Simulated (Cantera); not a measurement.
Feed: 1 mol SiO2, 0.18 mol MgO, 0.53 mol H2, equilibrated at 13.3 mbar.

Cantera equilibrium calculation (NASA polynomials, part measured and part estimated; ideal gas, pure solids and liquids). Candidate condensed phases: H2O, Mg, MgO, Mg(OH)2, MgSiO3, Mg2SiO4, Si, SiO2; 24 gas species. Mutual solubility and eutectic melting of coexisting phases are not modelled. The tables hold silica as quartz up to 1696 K and as liquid above; real silica turns to tridymite and cristobalite and melts near 1996 K. Condensed phases not in the tables: alloys, solid solutions and most ternary compounds. The numbers say what is thermodynamically allowed, not how fast it happens.

x: gas mole fraction; n: condensed amount in mol.

| T (°C) | x H2 | x H2O | x SiO | x H | x Mg | n MgSiO3(s) | n SiO2(α-quartz) | n SiO2(β-quartz) |
|---|---|---|---|---|---|---|---|---|
| 502 | 1.00 | 1.37e-11 | <1e-12 | 8.59e-12 | <1e-12 | 0.180 | 0.820 | 0 |
| 602 | 1.00 | 1.88e-10 | 1.50e-11 | 4.34e-10 | 1.91e-12 | 0.180 | 0 | 0.820 |
| 702 | 1.00 | 2.92e-9 | 2.37e-9 | 9.91e-9 | 2.29e-10 | 0.180 | 0 | 0.820 |
| 802 | 1.00 | ___ | ___ | ___ | ___ | 0.180 | 0 | 0.820 |
| 902 | 1.000 | 8.79e-7 | 8.25e-7 | 1.06e-6 | 5.34e-8 | 0.180 | 0 | 0.820 |
| 1002 | 1.000 | ___ | ___ | ___ | ___ | 0.180 | 0 | 0.820 |
| 1102 | 1.000 | 5.08e-5 | 4.85e-5 | 2.97e-5 | 2.36e-6 | 0.180 | 0 | 0.820 |
| 1202 | 0.999 | 0.000253 | 0.000243 | 0.000112 | 1.06e-5 | 0.180 | 0 | 0.820 |

Task: What belongs in the gaps?

Result: 
- 1002, x H2O: 7.87e-6
- 1002, x SiO: 7.45e-6
- 1002, x H: 6.38e-6
- 1002, x Mg: 4.15e-7
- 802, x H2O: 6.47e-8
- 802, x SiO: 6.00e-8
- 802, x H: 1.27e-7
- 802, x Mg: 4.65e-9
